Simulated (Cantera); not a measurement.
A freely propagating, adiabatic, planar premixed flame of H₂ : O₂ : N₂ = 1 : 0.5 : 2.05 (molar parts), equivalence ratio 1.0, unburnt at 400 K and 13300 Pa; multicomponent+Soret transport, grid criteria slope 0.08 and curve 0.16, no radiation.

Model: the H2/O2 subset of GRI-Mech 3.0, which has no nitrogen chemistry, integrated in Cantera. Burning velocities carry a grid error of a few per cent, more on coarse grids.

x: mole fraction of selected species; z is measured from the peak of heat release.

```
z (mm)  T (K)  u (m/s)    x H₂    x O₂      x OH    x H₂O  x HO₂      x O
------  -----  -------  ------  ------  --------  -------  -----  -------
-17.4     400     2.61   0.282   0.141     <1e-8    <1e-8  <1e-8    <1e-8
-11.6     400     2.61   0.282   0.141     <1e-8    <1e-8  <1e-8    <1e-8
-8.72     400     2.61   0.282   0.141     <1e-8    <1e-8  <1e-8    <1e-8
-5.81     400     2.61   0.282   0.141     <1e-8    <1e-8  <1e-8    <1e-8
-2.91     403     2.61   0.277   0.142   4.86e-6  8.14e-5    [?]  7.43e-7
-1.45     580     3.65   0.242   0.140  0.000543   0.0139    [?]  8.98e-5
0        1036     6.33   0.131  0.0972   0.00202    0.106    [?]  0.00488
1.45     1328     8.07  0.0474  0.0398   0.00632    0.206    [?]   0.0114
2.91     1452     8.77  0.0407  0.0314   0.00849    0.221    [?]   0.0119
5.81     1588     9.52  0.0417  0.0279    0.0107    0.229    [?]   0.0111
11.6     1736     10.3  0.0415  0.0245    0.0127    0.239    [?]  0.00948
23.2     1884     11.1  0.0391  0.0208    0.0140    0.250    [?]  0.00740
46.5     2023     11.7  0.0347  0.0171    0.0140    0.263    [?]  0.00524
```

Some entries are withheld; supply them.


- -2.91, x HO₂: 4.22e-5
- -1.45, x HO₂: 6.01e-5
- 0, x HO₂: 1.70e-5
- 1.45, x HO₂: 5.97e-6
- 2.91, x HO₂: 4.07e-6
- 5.81, x HO₂: 3.04e-6
- 11.6, x HO₂: 2.23e-6
- 23.2, x HO₂: 1.60e-6
- 46.5, x HO₂: 1.15e-6
